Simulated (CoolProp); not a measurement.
Vapour-liquid equilibrium of CHF3 (R23) (1) + CH2F2 (R32) (2) at -55.25 °C; x and y are mole fractions of (1).

Computed with CoolProp (multi-fluid Helmholtz-energy mixture model, Penoncello 2003 and Tillner-Roth 1997; pair parameters Bell 2016).

```tsv
x	bubble pressure (MPa)	y at the bubble point	dew pressure at overall composition x (MPa)	liquid density (mol/L)
0.05	0.09917	0.189	___	23.27
0.2	0.1446	0.522	0.1002	___
0.35	0.1898	0.697	0.1170	21.92
0.5	___	0.806	0.1404	21.26
0.65	0.2790	___	0.1751	20.61
0.8	___	0.939	0.2315	19.97
0.95	0.3689	___	___	19.33
```

**Question.** What belongs in the gaps?

**Answer.** 
- 0.05, dew pressure at overall composition x (MPa): 0.08759
- 0.2, liquid density (mol/L): 22.59
- 0.5, bubble pressure (MPa): 0.2346
- 0.65, y at the bubble point: 0.882
- 0.8, bubble pressure (MPa): 0.3235
- 0.95, y at the bubble point: 0.986
- 0.95, dew pressure at overall composition x (MPa): 0.3332

No azeotrope shows between x = 0.05 and 0.95.

Pair parameters are fitted to limited data, so mixtures are less certain than the pure fluids.
